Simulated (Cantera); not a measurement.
A perfectly stirred reactor is fed with 64.9 % CH₄, 24.7 % H₂O, 10.4 % H₂, at 11.8 atm; it is held at 1825 K, and followed from long to short residence time.

Computed with Cantera and GRI-Mech 3.0 (53 species, 325 reactions). GRI-Mech 3.0 stops at C3 and has no aromatics, soot or wall deposition, so with more carbon than oxygen in the feed, carbon stays in small species such as C2H2 where larger ones or solid carbon would form. The pressure lies above the range GRI-Mech 3.0 was tuned for (to about 10 atm).

x: mole fraction; the columns are a selection and need not sum to one.

```json
[
 {"τ (s)": "7.1", "x CH₄": "0.0851", "x H₂O": "0.00153", "x H₂": "0.697", "x HO₂": "<1e-12", "x CH₂CO": "2.93e-6"},
 {"τ (s)": "3.0", "x CH₄": "0.0855", "x H₂O": "0.00350", "x H₂": "0.695", "x HO₂": "<1e-12", "x CH₂CO": "3.16e-6"},
 {"τ (s)": "1.3", "x CH₄": "0.0865", "x H₂O": "0.00763", "x H₂": "0.692", "x HO₂": "<1e-12", "x CH₂CO": "(withheld)"},
 {"τ (s)": "0.55", "x CH₄": "0.0884", "x H₂O": "0.0161", "x H₂": "0.684", "x HO₂": "<1e-12", "x CH₂CO": "(withheld)"},
 {"τ (s)": "0.23", "x CH₄": "0.0919", "x H₂O": "0.0312", "x H₂": "0.670", "x HO₂": "<1e-12", "x CH₂CO": "(withheld)"},
 {"τ (s)": "0.098", "x CH₄": "0.0973", "x H₂O": "0.0536", "x H₂": "0.650", "x HO₂": "<1e-12", "x CH₂CO": "(withheld)"},
 {"τ (s)": "0.042", "x CH₄": "0.105", "x H₂O": "0.0818", "x H₂": "0.623", "x HO₂": "<1e-12", "x CH₂CO": "(withheld)"},
 {"τ (s)": "0.018", "x CH₄": "0.119", "x H₂O": "0.112", "x H₂": "0.590", "x HO₂": "<1e-12", "x CH₂CO": "(withheld)"},
 {"τ (s)": "0.0075", "x CH₄": "0.143", "x H₂O": "0.140", "x H₂": "0.551", "x HO₂": "<1e-12", "x CH₂CO": "(withheld)"},
 {"τ (s)": "0.0032", "x CH₄": "0.185", "x H₂O": "0.163", "x H₂": "0.504", "x HO₂": "<1e-12", "x CH₂CO": "(withheld)"}
]
```

Problem. Fill in the missing entries.

Solution. 
- 1.3, x CH₂CO: 3.67e-6
- 0.55, x CH₂CO: 4.79e-6
- 0.23, x CH₂CO: 7.10e-6
- 0.098, x CH₂CO: 1.12e-5
- 0.042, x CH₂CO: 1.73e-5
- 0.018, x CH₂CO: 2.49e-5
- 0.0075, x CH₂CO: 3.20e-5
- 0.0032, x CH₂CO: 3.59e-5
